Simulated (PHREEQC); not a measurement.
0.065 g of hydrous ferric oxide (600 m²/g; 0.2 weak and 0.005 strong sites per Fe, Dzombak-Morel constants, diffuse double layer) in 1 kg of water with 0.3 mol/kgw of an inert sodium salt and 8.8e-06 mol CaCl2, at 25 °C; the pH is set by adding NaOH or the inert anion's acid. Oxygen alone is held at its pressure in air (log pO2 = -0.68). CO2 from the air is kept out. No solid was allowed to form.

All values are PHREEQC results (ion-association model, wateq4f.dat), not measurements.

```tsv
pH	Ca sorbed (%)	surface charge σ (C/m²)	surface potential ψ (mV)
3	0.0	0.368	126
3.5	0.0	0.363	125
4.5	0.0	0.318	118
5	0.0	0.269	110
5.5	0.0	0.210	98
6.5	0.0	0.106	65
7	0.2	0.066	46
7.5	1.0	0.034	26
8.5	16.0	-0.019	-15
9	36.3	-0.047	-35
9.5	65.1	-0.078	-53
10.5	97.0	-0.166	-86
11	99.1	-0.219	-100
```

Complexes and solids missing from the database can't appear. The oxide is taken as insoluble; below pH 4 it would dissolve.
